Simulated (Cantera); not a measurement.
# Ignition delay

Mixture: CH4 : O2 : N2 = 1 : 3.45 : 19.3 (molar parts), at 1600000 Pa, adiabatic and at constant pressure. Ignition delay is the time to a rise of 400 K.

Cantera simulation using GRI-Mech 3.0 (53 species, 325 reactions); the numbers are that mechanism's predictions, not measurements. The pressure lies above the range GRI-Mech 3.0 was tuned for (to about 10 atm).

```tsv
T0 (K)	delay (ms)
1100	12.2
1150	6.11
1200	3.24
1250	1.80
1300	1.04
1350	0.614
1400	0.372
1450	0.231
1500	0.146
```

| Quantity | Value |
|---|---|
| apparent activation energy between 1400 and 1500 K | 160 kJ/mol |
